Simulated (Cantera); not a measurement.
An adiabatic, constant-pressure homogeneous reactor starts with H2 : O2 : N2 = 1 : 0.25 : 0.94 (molar parts), at 1150 K and 0.350 bar. Integrator tolerance rtol = 1e-08.

Detailed kinetics in Cantera: the H2/O2 subset of GRI-Mech 3.0, which has no nitrogen chemistry.

Question: What does this change do: constant volume in place of constant pressure?

Answer: 
```json
[
 {"quantity": "time of steepest temperature rise", "before": "0.186 ms", "after": "0.182 ms"},
 {"quantity": "temperature at 0.600 s", "before": "2572 K", "after": "2766 K"},
 {"quantity": "equilibrium temperature", "before": "2572 K", "after": "2766 K"},
 {"quantity": "x(H2) at 0.600 s", "before": "0.243 (gas-phase equilibrium 0.243)", "after": "0.238 (gas-phase equilibrium 0.238)"},
 {"quantity": "x(O2) at 0.600 s", "before": "0.000205 (gas-phase equilibrium 0.000205)", "after": "0.000478 (gas-phase equilibrium 0.000478)"},
 {"quantity": "x(H2O) at 0.600 s", "before": "0.246 (gas-phase equilibrium 0.246)", "after": "0.237 (gas-phase equilibrium 0.237)"},
 {"quantity": "x(H2O2) at 0.600 s", "before": "1.70e-8 (gas-phase equilibrium 1.70e-8)", "after": "5.38e-8 (gas-phase equilibrium 5.38e-8)"},
 {"quantity": "x(H) at 0.600 s", "before": "0.0286 (gas-phase equilibrium 0.0286)", "after": "0.0407 (gas-phase equilibrium 0.0407)"}
]
```

Question: What does this change do: O2 0.25 to 0.16 parts?

Answer: 
| quantity | before | after |
|---|---|---|
| time of steepest temperature rise | 0.186 ms | 0.263 ms |
| temperature at 0.600 s | 2572 K | 2225 K |
| equilibrium temperature | 2572 K | 2225 K |
| x(H2) at 0.600 s | 0.243 (gas-phase equilibrium 0.243) | 0.346 (gas-phase equilibrium 0.346) |
| x(O2) at 0.600 s | 0.000205 (gas-phase equilibrium 0.000205) | 1.15e-6 (gas-phase equilibrium 1.15e-6) |
| x(H2O) at 0.600 s | 0.246 (gas-phase equilibrium 0.246) | 0.164 (gas-phase equilibrium 0.164) |
| x(H2O2) at 0.600 s | 1.70e-8 (gas-phase equilibrium 1.70e-8) | 3.77e-10 (gas-phase equilibrium 3.77e-10) |
| x(H) at 0.600 s | 0.0286 (gas-phase equilibrium 0.0286) | 0.00648 (gas-phase equilibrium 0.00648) |
